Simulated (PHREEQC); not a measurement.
Make-up at 25 °C: 0.036 mol/kgw NH4HSO4. Closed to the air; pH follows from the charge balance.

Model: ion-association model, wateq4f.dat, run in PHREEQC.

Precipitation was switched off in this run.

Order these S species by the share of S that they hold, largest first: HSO4-, SO4-2, NH4SO4-.

SO4-2 (49 %), HSO4- (43 %), NH4SO4- (8.6 %)

The pH is 1.76 and the ionic strength 0.0711 mol/kgw. Complexes and solids missing from the database can't appear.
